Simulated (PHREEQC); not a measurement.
1 kg of water holding 0.0032 mol/kgw MgSO4, 0.067 mol/kgw Na2SO4 and 0.24 mol/kgw K2SO4 is evaporated at 40 °C; the solids stay in contact with the brine. The system is closed to CO2. Only these solids could form: Arcanite, Bloedite, Brucite, Epsomite, Glaserite, Hexahydrite, Kieserite, Leonite, Mirabilite, Misenite, Schoenite, Thenardite.

Model: Pitzer model, pitzer.dat, run in PHREEQC.

```json
[
 {"water left (kg)": "1", "ionic strength": "0.934", "water activity": "0.988", "Arcanite (mol)": "0", "Glaserite (mol)": "0", "Mg in solution (mol/kgw)": "0.00320", "Na in solution (mol/kgw)": "0.134", "S in solution (mol/kgw)": "0.310"},
 {"water left (kg)": "0.5552", "ionic strength": "1.68", "water activity": "0.980", "Arcanite (mol)": "0", "Glaserite (mol)": "0", "Mg in solution (mol/kgw)": "0.00576", "Na in solution (mol/kgw)": "0.241", "S in solution (mol/kgw)": "0.559"},
 {"water left (kg)": "0.2533", "ionic strength": "3.25", "water activity": "___", "Arcanite (mol)": "___", "Glaserite (mol)": "0", "Mg in solution (mol/kgw)": "0.0126", "Na in solution (mol/kgw)": "0.529", "S in solution (mol/kgw)": "1.08"},
 {"water left (kg)": "0.1407", "ionic strength": "3.98", "water activity": "0.956", "Arcanite (mol)": "0.125", "Glaserite (mol)": "0", "Mg in solution (mol/kgw)": "0.0228", "Na in solution (mol/kgw)": "0.953", "S in solution (mol/kgw)": "1.32"},
 {"water left (kg)": "0.06418", "ionic strength": "4.32", "water activity": "0.953", "Arcanite (mol)": "0.0907", "Glaserite (mol)": "0.0641", "Mg in solution (mol/kgw)": "0.0499", "Na in solution (mol/kgw)": "1.09", "S in solution (mol/kgw)": "1.42"},
 {"water left (kg)": "0.03564", "ionic strength": "4.48", "water activity": "0.952", "Arcanite (mol)": "0.0674", "Glaserite (mol)": "___", "Mg in solution (mol/kgw)": "0.0898", "Na in solution (mol/kgw)": "1.09", "S in solution (mol/kgw)": "1.46"},
 {"water left (kg)": "0.01979", "ionic strength": "4.77", "water activity": "0.951", "Arcanite (mol)": "0.0545", "Glaserite (mol)": "0.113", "Mg in solution (mol/kgw)": "0.162", "Na in solution (mol/kgw)": "1.08", "S in solution (mol/kgw)": "___"},
 {"water left (kg)": "0.00903", "ionic strength": "5.55", "water activity": "0.948", "Arcanite (mol)": "___", "Glaserite (mol)": "0.124", "Mg in solution (mol/kgw)": "0.354", "Na in solution (mol/kgw)": "1.06", "S in solution (mol/kgw)": "1.73"},
 {"water left (kg)": "0.005012", "ionic strength": "6.68", "water activity": "0.942", "Arcanite (mol)": "0.0424", "Glaserite (mol)": "0.129", "Mg in solution (mol/kgw)": "0.638", "Na in solution (mol/kgw)": "1.03", "S in solution (mol/kgw)": "2.01"}
]
```

Problem. What belongs in the gaps?

Solution. 
- 0.2533, water activity: 0.963
- 0.2533, Arcanite (mol): 0.0371
- 0.03564, Glaserite (mol): 0.0953
- 0.01979, S in solution (mol/kgw): 1.54
- 0.00903, Arcanite (mol): 0.0457

Away from 25 °C the constants follow the database's enthalpies or fits; those with neither stay at their 25 °C values.
